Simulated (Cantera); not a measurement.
## Adiabatic ignition

An adiabatic, constant-pressure homogeneous reactor starts with 5.31 % CH4, 17.7 % O2, 66.4 % N2, 10.6 % H2O, equivalence ratio 0.60, at 1200 K and 10.0 bar.

Cantera simulation using GRI-Mech 3.0 (53 species, 325 reactions); the numbers are that mechanism's predictions, not measurements.

```tsv
t (s)	T (K)	x CH4	x O2	x H2O	x C2H4	x NO
4.00e-6	1200	0.0531	0.177	0.106	<1e-12	<1e-12
9.16e-6	1200	0.0531	0.177	0.106	<1e-12	<1e-12
2.10e-5	1200	0.0531	0.177	0.106	1.07e-12	<1e-12
4.80e-5	1200	0.0531	0.177	0.106	1.61e-11	<1e-12
0.000110	1200	0.0531	0.177	0.106	3.06e-10	<1e-12
0.000252	1200	0.0531	0.177	0.106	7.33e-9	<1e-12
0.000577	1200	0.0531	0.177	0.106	1.06e-7	<1e-12
0.00132	1201	0.0529	0.177	0.106	8.74e-7	<1e-12
0.00303	1209	0.0517	0.176	0.108	2.12e-5	<1e-12
0.00693	2250	<1e-12	0.0697	0.210	<1e-12	0.000390
0.0159	2248	<1e-12	0.0691	0.210	<1e-12	0.00150
0.0364	2244	<1e-12	0.0682	0.210	<1e-12	0.00350
0.0833	2239	<1e-12	0.0670	0.210	<1e-12	0.00587
0.191	2237	<1e-12	0.0664	0.210	<1e-12	0.00699
0.437	2237	<1e-12	0.0664	0.210	<1e-12	0.00708
1.00	2237	<1e-12	0.0664	0.210	<1e-12	0.00708
```
x: mole fraction; the columns are a selection and need not sum to one.

The time of steepest temperature rise comes out as 4.07 ms, the temperature at 1.00 s is 2237 K and the equilibrium temperature comes out as 2237 K. The x(CH4) at 1.00 s is <1e-12 (gas-phase equilibrium <1e-12) and the x(O2) at 1.00 s is 0.0664 (gas-phase equilibrium 0.0664). The x(H2O) at 1.00 s is 0.210 (gas-phase equilibrium 0.210).
